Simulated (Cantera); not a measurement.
# CH3OH + H2 (carbon deposition, reforming and gasification)

Input: 1 mol CH3OH, 1.6 mol H2, held at 8900 Pa.

Equilibrium computed with Cantera from the NASA thermochemical tables; the gas is ideal and each condensed phase is pure. Candidate condensed phases: C, C6H6, C7H8, C8H18, H2O; 110 gas species. Rates play no part.

From 825 K to 975 K the condensed part is C(graphite). From 1125 K to 2625 K nothing is condensed. The main C-bearing gas is CO throughout.

| T (K) | x H2 | x CO | x H | x H2O | x CH4 | x CO2 | n C(graphite) |
|---|---|---|---|---|---|---|---|
| 825 | 0.741 | 0.0969 | 2.29e-11 | 0.0806 | 0.0442 | 0.0376 | 0.293 |
| 975 | 0.775 | 0.206 | 3.38e-9 | 0.00853 | 0.00672 | 0.00362 | 0.0245 |
| 1125 | 0.781 | 0.216 | 1.32e-7 | 0.00110 | 0.00138 | 0.000277 | 0 |
| 1275 | 0.782 | 0.217 | 2.19e-6 | 0.000276 | 0.000322 | 4.61e-5 | 0 |
| 1425 | 0.782 | 0.217 | 2.02e-5 | 9.24e-5 | 0.000102 | 1.13e-5 | 0 |
| 1575 | 0.782 | 0.217 | 0.000123 | 3.99e-5 | 3.86e-5 | 3.82e-6 | 0 |
| 1725 | 0.782 | 0.217 | 0.000551 | 2.36e-5 | 1.47e-5 | 1.86e-6 | 0 |
| 1875 | 0.781 | 0.217 | 0.00194 | 1.81e-5 | 5.46e-6 | 1.23e-6 | 0 |
| 2025 | 0.778 | 0.217 | 0.00569 | 1.58e-5 | 2.16e-6 | 9.43e-7 | 0 |
| 2175 | 0.770 | 0.216 | 0.0144 | 1.44e-5 | 9.32e-7 | 7.76e-7 | 0 |
| 2325 | 0.754 | 0.214 | 0.0320 | 1.32e-5 | 4.36e-7 | 6.60e-7 | 0 |
| 2475 | 0.725 | 0.210 | 0.0642 | 1.20e-5 | 2.14e-7 | 5.69e-7 | 0 |
| 2625 | 0.678 | 0.205 | 0.117 | 1.07e-5 | 1.06e-7 | 4.92e-7 | 0 |
x: gas mole fraction; n: condensed amount in mol.
